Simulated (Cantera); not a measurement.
Mixture: 1.87 % C3H8, 16.1 % O2, 61.4 % N2, 20.6 % H2O, at 1.00 bar, adiabatic and at constant pressure. Ignition delay is the time to a rise of 400 K.

Computed with Cantera and GRI-Mech 3.0 (53 species, 325 reactions). GRI-Mech 3.0 was tuned for natural gas; its chemistry of propane as a main component is partial and can be far from experiment. Where the delays flatten at high temperature, the 400 K rule measures the pace of heat release, not the induction time.

Question: Predict: delay at 1275 K; delay at 1375 K; delay at 1475 K; delay at 1575 K; delay at 1675 K.

Answer: 
```json
{
  "delay at 1275 K": "1.69 ms",
  "delay at 1375 K": "0.358 ms",
  "delay at 1475 K": "0.110 ms",
  "delay at 1575 K": "50.8 µs",
  "delay at 1675 K": "34.4 µs"
}
```
